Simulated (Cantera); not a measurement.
A perfectly stirred reactor is fed with CH₄ : CO₂ = 1 : 4.2 (molar parts), at 0.130 bar; it is held at 1498 K, and followed from long to short residence time.

Cantera simulation using GRI-Mech 3.0 (53 species, 325 reactions); the numbers are that mechanism's predictions, not measurements.

x: mole fraction; the columns are a selection and need not sum to one.

```csv
τ (s),x CH₄,x CO₂,x CH₂CO,x O₂,x O,x CO
23,0.0252,0.408,2.67e-5,2.57e-11,1.72e-11,0.309
6.5,___,___,___,2.39e-11,1.15e-11,___
1.8,0.0982,0.650,2.04e-5,1.32e-11,8.16e-12,0.0967
0.50,0.149,0.753,4.13e-6,3.55e-12,5.02e-12,0.0271
0.14,0.177,0.795,4.23e-7,<1e-12,2.44e-12,0.00446
0.039,0.189,0.806,___,<1e-12,<1e-12,___
0.011,0.192,0.807,1.69e-10,<1e-12,<1e-12,3.12e-5
0.0030,0.192,0.808,2.26e-12,<1e-12,<1e-12,3.02e-6
```

Task: Some entries are withheld; supply them.

Result: 
- 6.5, x CH₄: 0.0492
- 6.5, x CO₂: 0.516
- 6.5, x CH₂CO: 3.91e-5
- 6.5, x CO: 0.204
- 0.039, x CH₂CO: 1.23e-8
- 0.039, x CO: 0.000429
